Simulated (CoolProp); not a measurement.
A simple Rankine cycle with R114: condensing at 321.15 K, boiler at 2.1 MPa, turbine inlet 433.7 K, turbine efficiency 0.65, pump efficiency 0.7, no recuperator. Each further row changes one setting.

Values from CoolProp's reference Helmholtz-energy equation of state, Platzer 1990. This equation is an older, rougher fit; its heat capacities, sound speeds and derivatives of the liquid may be far off and weren't checked against measurements.

```tsv
case	thermal efficiency (%)	net work (kJ/kg)	heat in (kJ/kg)	turbine exit temperature (K)	volume ratio over the turbine
as stated	8.4	16.2	192	394.6	5.52
turbine inlet 453.7 K	8.3	17.6	211	415.9	5.33
condensing temperature 313.15 K	9.3	18.7	200	390.5	6.91
boiler pressure 1.47 MPa	6.9	13.7	199	405.9	3.63
turbine efficiency 0.55	7.0	13.4	192	398.0	5.58
```
